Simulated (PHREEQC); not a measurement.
Acid rinse or clean: an equilibrium model

Solution (25 °C): 75 mmol/kgw H2SO4, 0.9 mmol/kgw FeCl3 and 90 mmol/kgw MgCl2. Closed to the air; pH follows from the charge balance.

All values are PHREEQC results (ion-association model, wateq4f.dat), not measurements.

```json
{
 "pH": "1.08",
 "ionic_strength": "0.343 mol/kgw",
 "activity_of_water": "0.993",
 "total_alkalinity": "-152 meq/kg"
}
```

```
species    molality  activity   log γ
---------  --------  --------  ------
Cl-           0.182     0.122  -0.173
H+            0.108    0.0838  -0.109
Mg+2         0.0727    0.0224  -0.512
HSO4-        0.0420    0.0291  -0.160
MgSO4        0.0173    0.0187   0.034
SO4-2        0.0150   0.00357  -0.623
FeSO4+     0.000423  0.000298  -0.152
FeHSO4+2   0.000234   6.68e-5  -0.544
FeCl+2     0.000114   2.82e-5  -0.609
Fe+3        7.34e-5   7.61e-6  -0.984
Fe(SO4)2-   3.18e-5   2.33e-5  -0.136
```

Precipitation was switched off in this run. Examples of supersaturated solids here: Hematite (slow to form). Others may be too. Complexes and solids missing from the database can't appear.
